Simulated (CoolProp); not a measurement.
The fluid at 482.48 K and 0.293 MPa flows at 7.9 m/s in a round tube of 2 mm bore and 0.25 µm roughness, fully developed (64/Re and Nu = 3.66 if laminar; Colebrook and Gnielinski if turbulent). The same conditions are run with several fluids, on thermodynamics alone (safety and materials aside).

The numbers come from the reference Helmholtz-energy equation of state of each fluid (ethylbenzene: Zhou 2012; n-hexane: Thol 2019; R152A: Outcalt 1996; R123: Younglove 1994; water: Wagner 2002) in CoolProp.

```tsv
fluid	Reynolds number	Darcy friction factor	pressure drop (Pa/m)	heat-transfer coefficient (W/(m² K))	mass flow (kg/h)
ethylbenzene	11800	0.0298	3880	491	0.746
n-hexane	10200	0.0309	___	520	___
R152A	___	0.0391	2970	239	0.436
R123	10800	0.0305	5440	318	1.02
water	1280	0.0501	1040	63.8	___
```

**Question.** Fill in the missing entries.

**Answer.** 
- n-hexane, pressure drop (Pa/m): 3160
- n-hexane, mass flow (kg/h): 0.587
- R152A, Reynolds number: 4340
- water, mass flow (kg/h): 0.119

Transport values come from each fluid's own correlations; those of ethylbenzene, R152A are estimates that may be off by 10 % or more.
